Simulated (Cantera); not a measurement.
A perfectly stirred reactor is fed with 1.12 % H2, 74.3 % O2, 24.5 % N2, equivalence ratio 0.0075, at 10.00 Torr; it is held at 1023 K, and followed from long to short residence time.

Detailed kinetics in Cantera: the H2/O2 subset of GRI-Mech 3.0, which has no nitrogen chemistry. Radical loss at walls, strong at low pressure, is not modelled.

x: mole fraction; the columns are a selection and need not sum to one.

```
τ (s)       x H2   x O2      x OH       x H   x H2O2
------  --------  -----  --------  --------  -------
4.3      6.69e-5  0.742  0.000116   1.44e-5  2.10e-8
2.2      9.68e-5  0.741  0.000149   2.74e-5  2.41e-8
1.2          ___  0.741       ___       ___      ___
0.60    0.000198  0.741  0.000242   9.18e-5  3.20e-8
0.31    0.000288  0.740  0.000311  0.000164  3.76e-8
0.16         ___  0.740       ___       ___      ___
0.084   0.000627  0.739  0.000506  0.000456  5.42e-8
0.043   0.000957  0.738  0.000638  0.000700  6.69e-8
0.023    0.00144  0.738  0.000774  0.000960  8.19e-8
0.012    0.00224  0.738  0.000913   0.00119  1.00e-7
0.0061   0.00358  0.738   0.00101   0.00126  1.18e-7
```

Complete the blanks.


- 1.2, x H2: 0.000135
- 1.2, x OH: 0.000187
- 1.2, x H: 4.86e-5
- 1.2, x H2O2: 2.73e-8
- 0.16, x H2: 0.000424
- 0.16, x OH: 0.000399
- 0.16, x H: 0.000282
- 0.16, x H2O2: 4.50e-8
